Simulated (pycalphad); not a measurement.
CALPHAD calculation (pycalphad, COST 507 light-alloy database (1999)), 1 atm. These are 1990s assessments: newer ones move some temperatures and phases. Kinetics are ignored, which matters at the lower temperatures.

Problem. How does the equilibrium phase assembly of Al-1.64Si-13.95C (at.%) change on cooling from 1850 K to 530 K?

Solution. 
```json
[
 {"T (K)": "1092.7", "phases above": "AL4C3 + liquid", "phases below": "AL4C3 + AL8SIC7 + liquid"},
 {"T (K)": "927.8", "phases above": "AL4C3 + AL8SIC7 + liquid", "phases below": "AL4C3 + AL8SIC7 + fcc"}
]
```
Changes were sought between steps of 40 K, so a narrower field can be missed. At the top of the range, 1850 K, the alloy is not yet fully liquid: it holds liquid + AL4C3.

Database names, with the compositions (at.%) that they take in these runs: AL4C3: Al 57 C 43; AL8SIC7: Al 50 C 44 Si 6.
